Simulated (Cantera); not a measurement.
# AlCl3 + HCl + N2 (aluminium nitride and oxide growth)

A closed system holds: 1 mol AlCl3, 1.9 mol HCl, 5.4 mol N2, at 0.100 bar.

Equilibrium computed with Cantera from the NASA thermochemical tables; the gas is ideal and each condensed phase is pure. Candidate condensed phases: Al, AlCl3, AlN, NH4Cl; 20 gas species. The tables' values for AlCl2 are old estimates; treat these amounts as uncertain. Equilibrium is a limit: real reactors are often held back by kinetics, nucleation or transport.

```tsv
T (°C)	x N2	x HCl	x AlCl3	x Cl	x AlCl2	x H2
1475	0.649	0.226	0.119	0.00366	0.00123	0.00118
1500	0.649	0.226	0.118	0.00431	0.00157	0.00131
1525	0.648	0.225	0.118	0.00506	0.00198	0.00144
1550	0.648	0.225	0.117	0.00592	0.00248	0.00157
1575	0.647	0.224	0.117	0.00692	0.00307	0.00170
1600	0.647	0.224	0.116	0.00808	0.00377	0.00183
1625	0.646	0.223	0.115	0.00941	0.00458	0.00196
1650	0.645	0.223	0.113	0.0109	0.00551	0.00208
1675	0.644	0.222	0.112	0.0127	0.00658	0.00219
1700	0.642	0.221	0.110	0.0147	0.00778	0.00229
1725	0.641	0.221	0.108	0.0170	0.00911	0.00239
1750	0.639	0.220	0.106	0.0197	0.0106	0.00248
1775	0.638	0.219	0.103	0.0226	0.0122	0.00257
```
x: gas mole fraction; nothing condenses.

From 1475 °C to 1775 °C nothing is condensed. The main Al-bearing gas is AlCl3 throughout.
